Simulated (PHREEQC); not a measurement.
1 kg of water holding 0.09 mol NaCl, 0.37 mol K2SO4 and 0.02 mol Na2SO4 is evaporated at 25 °C; the solids stay in contact with the brine. CO2 from the air is kept out. Solids allowed: Arcanite, Glaserite, Halite, Mirabilite, Misenite, Sylvite, Thenardite. Others were left out.

Equilibrium calculation in PHREEQC: Pitzer model, pitzer.dat.

Predict Arcanite (mol) at water left (kg) = 0.6755, 0.375, 0.00903, 0.007426, 0.006093.


| water left (kg) | Arcanite (mol) |
|---|---|
| 0.6755 | 0 |
| 0.375 | 0.115 |
| 0.00903 | 0.169 |
| 0.007426 | 0.162 |
| 0.006093 | 0.156 |

Species that the database lacks are ignored.
